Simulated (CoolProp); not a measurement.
Computed with CoolProp (reference Helmholtz-energy equation of state, Lemmon 2006). It is a short technical equation, of lower accuracy than the large ones.

### Question
Give the vapour pressure (kPa), liquid density (kg/m³), vapour density (kg/m³), liquid cp (kJ/(kg K)) of saturated n-decane at 148.15, 190.95, 233.85 °C.

### Answer
```
T (°C)  p (kPa)  liquid density (kg/m³)  vapour density (kg/m³)  liquid cp (kJ/(kg K))
------  -------  ----------------------  ----------------------  ---------------------
148.15     49.8                     627                    2.10                   2.70
190.95      153                     588                    6.15                   2.89
233.85      375                     543                    15.1                   3.09
```
